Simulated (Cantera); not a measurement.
Mixture: 47.6 % H₂, 11.9 % O₂, 40.5 % N₂, equivalence ratio 2.0, at 660000 Pa, adiabatic and at constant volume. Ignition delay is the time to a rise of 400 K.

Detailed kinetics in Cantera: the H2/O2 subset of GRI-Mech 3.0, which has no nitrogen chemistry. The hydrogen kinetics of GRI-Mech 3.0 are dated; newer H2 mechanisms differ, most at raised pressure.

Predict: delay at 950 K; delay at 1025 K; delay at 1100 K; delay at 1175 K; delay at 1250 K; delay at 1325 K.


| Property | Value |
|---|---|
| delay at 950 K | 24.4 ms |
| delay at 1025 K | 3.82 ms |
| delay at 1100 K | 0.580 ms |
| delay at 1175 K | 51.4 µs |
| delay at 1250 K | 9.46 µs |
| delay at 1325 K | 4.89 µs |
